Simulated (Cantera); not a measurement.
A Cantera script and what it prints.

```python
import numpy as np
import cantera as ct

gas_names = """
    CL CL2 H HCL H2 N NH NH2 NH3 N2 N2H2 N2H4 Si SiCL SiCL2 SiCL3 SiCL4 SiH SiHCL3 SiH2 SiH2CL2 SiH3
    SiH3CL SiH4 SiN Si2 Si2N Si3
""".split()
cond_names = """
    NH4CL(a) NH4CL(b) Si(cr) Si(L) Si3N4(a)
""".split()


# ... load() reads the species with a 1 bar reference pressure and builds the phases ...
atoms = {
    'Si': {'Si': 1},
    'HCl': {'H': 1, 'CL': 1},
    'N2': {'N': 2},
}
top_T = {'Si3N4(a)': 2400}  # K; cautious upper limits of use, not melting points


# ... equilibrate(T, P, feed) seeds the gas with the atoms and calls Mixture.equilibrate('TP', solver="vcs", rtol=1e-11, max_steps=5000) ...
results = []
P = 1333.22  # Pa
for T in [773, 823, 873, 923, 973, 1023, 1073, 1123, 1173, 1223, 1273, 1323, 1373, 1423]:
    for m in [1.2, 1.6, 2.2, 2.9, 4, 5.4, 7.4, 10, 14, 19, 25, 34, 47]:
        feed = {'Si': 1, 'HCl': 11, 'N2': m}  # mol
        mix = equilibrate(T, P, feed)
        results.append((T, P, feed, dict(zip(mix.species_names, mix.species_moles))))

for T, P, feed, n in results:
    print(f"{T:7g} {feed['N2']:10.4g}  " + (" + ".join(c for c in cond_names if n.get(c, 0) > 1e-12) or "gas only"))
```

Output:

```
    773        1.2  gas only
    773        1.6  gas only
    773        2.2  gas only
    773        2.9  gas only
    773          4  gas only
    773        5.4  gas only
    773        7.4  gas only
    773         10  gas only
    773         14  gas only
    773         19  gas only
    773         25  gas only
    773         34  gas only
    773         47  gas only
    823        1.2  gas only
    823        1.6  gas only
    823        2.2  gas only
    823        2.9  gas only
    823          4  gas only
    823        5.4  gas only
    823        7.4  gas only
    823         10  gas only
    823         14  gas only
    823         19  gas only
    823         25  gas only
    823         34  gas only
    823         47  gas only
    873        1.2  gas only
    873        1.6  gas only
    873        2.2  gas only
    873        2.9  gas only
    873          4  gas only
    873        5.4  gas only
    873        7.4  gas only
    873         10  gas only
    873         14  gas only
    873         19  gas only
    873         25  gas only
    873         34  gas only
    873         47  gas only
    923        1.2  gas only
    923        1.6  gas only
    923        2.2  gas only
    923        2.9  gas only
    923          4  gas only
    923        5.4  gas only
    923        7.4  gas only
    923         10  gas only
    923         14  gas only
    923         19  gas only
    923         25  gas only
    923         34  gas only
    923         47  gas only
    973        1.2  gas only
    973        1.6  gas only
    973        2.2  gas only
    973        2.9  gas only
    973          4  gas only
    973        5.4  gas only
    973        7.4  gas only
    973         10  gas only
    973         14  gas only
    973         19  gas only
    973         25  gas only
    973         34  gas only
    973         47  Si3N4(a)
   1023        1.2  gas only
   1023        1.6  gas only
   1023        2.2  gas only
   1023        2.9  gas only
   1023          4  gas only
   1023        5.4  gas only
   1023        7.4  gas only
   1023         10  gas only
   1023         14  gas only
   1023         19  gas only
   1023         25  gas only
   1023         34  gas only
   1023         47  Si3N4(a)
   1073        1.2  gas only
   1073        1.6  gas only
   1073        2.2  gas only
   1073        2.9  gas only
   1073          4  gas only
   1073        5.4  gas only
   1073        7.4  gas only
   1073         10  gas only
   1073         14  gas only
   1073         19  gas only
   1073         25  gas only
   1073         34  Si3N4(a)
   1073         47  Si3N4(a)
   1123        1.2  gas only
   1123        1.6  gas only
   1123        2.2  gas only
   1123        2.9  gas only
   1123          4  gas only
   1123        5.4  gas only
   1123        7.4  gas only
   1123         10  gas only
   1123         14  gas only
   1123         19  gas only
   1123         25  gas only
   1123         34  Si3N4(a)
   1123         47  Si3N4(a)
   1173        1.2  gas only
   1173        1.6  gas only
   1173        2.2  gas only
   1173        2.9  gas only
   1173          4  gas only
   1173        5.4  gas only
   1173        7.4  gas only
   1173         10  gas only
   1173         14  gas only
   1173         19  gas only
   1173         25  Si3N4(a)
   1173         34  Si3N4(a)
   1173         47  Si3N4(a)
   1223        1.2  gas only
   1223        1.6  gas only
   1223        2.2  gas only
   1223        2.9  gas only
   1223          4  gas only
   1223        5.4  gas only
   1223        7.4  gas only
   1223         10  gas only
   1223         14  gas only
   1223         19  gas only
   1223         25  Si3N4(a)
   1223         34  Si3N4(a)
   1223         47  Si3N4(a)
   1273        1.2  gas only
   1273        1.6  gas only
   1273        2.2  gas only
   1273        2.9  gas only
   1273          4  gas only
   1273        5.4  gas only
   1273        7.4  gas only
   1273         10  gas only
   1273         14  gas only
   1273         19  gas only
   1273         25  gas only
   1273         34  Si3N4(a)
   1273         47  Si3N4(a)
   1323        1.2  gas only
   1323        1.6  gas only
   1323        2.2  gas only
   1323        2.9  gas only
   1323          4  gas only
   1323        5.4  gas only
   1323        7.4  gas only
   1323         10  gas only
   1323         14  gas only
   1323         19  gas only
   1323         25  gas only
   1323         34  gas only
   1323         47  Si3N4(a)
   1373        1.2  gas only
   1373        1.6  gas only
   1373        2.2  gas only
   1373        2.9  gas only
   1373          4  gas only
   1373        5.4  gas only
   1373        7.4  gas only
   1373         10  gas only
   1373         14  gas only
   1373         19  gas only
   1373         25  gas only
   1373         34  gas only
   1373         47  gas only
   1423        1.2  gas only
   1423        1.6  gas only
   1423        2.2  gas only
   1423        2.9  gas only
   1423          4  gas only
   1423        5.4  gas only
   1423        7.4  gas only
   1423         10  gas only
   1423         14  gas only
   1423         19  gas only
   1423         25  gas only
   1423         34  gas only
   1423         47  gas only
```

Method: chemical equilibrium by Gibbs-energy minimisation in Cantera with the NASA 1993 tables (ideal gas, pure condensed phases). N2 is the only nitrogen source here; it is nearly inert below about 1500 K, so the nitride shown seldom forms there in practice. The tables' values for SiCl3 are old estimates.
